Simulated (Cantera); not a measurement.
Mixture: 8.58 % CH4, 0.678 % CO, 21.1 % O2, 69.6 % N2, at 0.320 bar, adiabatic and at constant pressure. Ignition delay is the time to a rise of 400 K.

Model: GRI-Mech 3.0 (53 species, 325 reactions), integrated in Cantera.

Problem. Predict: delay at 1425 K; delay at 1500 K; delay at 1575 K; delay at 1650 K; delay at 1725 K; apparent activation energy between 1575 and 1725 K.

Solution. 
| Item | Value |
|---|---|
| delay at 1425 K | 5.08 ms |
| delay at 1500 K | 2.44 ms |
| delay at 1575 K | 1.30 ms |
| delay at 1650 K | 0.747 ms |
| delay at 1725 K | 0.457 ms |
| apparent activation energy between 1575 and 1725 K | 160 kJ/mol |
